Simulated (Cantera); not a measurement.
Input: 1 mol SiH₂Cl₂, 0.41 mol NH₃, 17 mol N₂, at 0.133 bar.

Cantera equilibrium calculation (NASA polynomials, part measured and part estimated; ideal gas, pure solids and liquids). Candidate condensed phases: NH₄Cl, Si, Si₃N₄; 28 gas species. The tables' values for SiCl₃ are old estimates; treat these amounts as uncertain. Kinetics and transport are ignored. All values below are at 1673 K.

Base state: N₂ 0.866, HCl 0.0685, H₂ 0.0492, SiCl₂ 0.0144, SiCl₃ 0.00150, SiCl₄ 0.000326, Cl 7.52e-5, H 6.92e-5 (mole fractions); condensed: Si₃N₄(s).

What changes in the equilibrium state with this change: N₂ from 17 to 1.6 mol?


```json
[
 {"species": "N₂", "before": "0.866", "after": "0.354"},
 {"species": "HCl", "before": "0.0685", "after": "0.278"},
 {"species": "H₂", "before": "0.0492", "after": "0.268"},
 {"species": "SiCl₃", "before": "0.00150", "after": "0.0144"},
 {"species": "SiCl₂", "before": "0.0144", "after": "0.0794"},
 {"species": "SiH₂Cl₂", "before": "9.33e-7", "after": "2.79e-5"},
 {"species": "SiHCl₃", "before": "4.20e-5", "after": "0.000936"},
 {"species": "SiCl₄", "before": "0.000326", "after": "0.00542"},
 {"species": "H", "before": "6.92e-5", "after": "0.000161"},
 {"species": "Si₃N₄(s), mol", "before": "0.228", "after": "0.201"}
]
```
